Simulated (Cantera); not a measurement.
A closed system holds: 1 mol HBr, a varied amount of O₂, 1.6 mol H₂, equilibrated at 2900 °C and 0.133 bar.

Equilibrium computed with Cantera from the NASA thermochemical tables; the gas is ideal and each condensed phase is pure. Candidate condensed phases: Br₂, H₂O; 12 gas species. Rates play no part.

Task: At 0.079 mol O₂, list the 7 most abundant gas species with their mole fractions, and the condensed phases.

Result: H 0.395, H₂ 0.305, Br 0.225, HBr 0.0346, H₂O 0.0218, OH 0.0106, O 0.00826. Condensed: gas only.
